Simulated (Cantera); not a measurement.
## Thermodynamics of sublimation and decomposition of ceramics, feed SiC + Si + N2

Input: 1 mol SiC, 0.027 mol Si, 2.5 mol N2, at 1802 °C.

These are equilibrium values from Cantera (NASA tables, ideal gas, pure condensed phases), not measurements of a reactor. Candidate condensed phases: C, Si, SiC, Si3N4; 20 gas species. Mutual solubility and eutectic melting of coexisting phases are not modelled. The tables' values for SiN are old estimates; treat these amounts as uncertain. Kinetics and transport are ignored.

At 1.00 Pa the condensed part is C(graphite). At 16.0 Pa the condensed part is C(graphite) + SiC(s). At 250 Pa the condensed part is SiC(s). At 4000 Pa the condensed part is Si(l) + SiC(s). From 63000 Pa to 1000000 Pa the condensed part is SiC(s) + Si3N4(s). The main Si-bearing gas is Si throughout.

```
P (Pa)   log p N2  log p Si  log p SiC2  log p Si2C  log p CN  log p SiN  n C(graphite)  n SiC(s)  n Si(l)  n Si3N4(s)
-------  --------  --------  ----------  ----------  --------  ---------  -------------  --------  -------  ----------
1           -5.15     -5.57       -6.81       -7.43     -8.41      -8.80          0.876         0        0           0
16          -3.82     -5.14       -6.37       -6.57     -7.75      -7.71         0.0908     0.890        0           0
250         -2.61     -4.60       -6.91       -6.03     -7.68      -6.56              0     0.999        0           0
4000        -1.40     -3.99       -7.52       -5.42     -7.68      -5.35              0     1.000   0.0192           0
63000       -0.20     -4.11       -7.40       -5.54     -6.97      -4.87              0     1.000        0     0.00884
1000000      1.00     -4.91       -6.60       -6.34     -5.57      -5.07              0     1.000        0     0.00900
```
log p: log10 of the partial pressure in bar; n: condensed amount in mol.
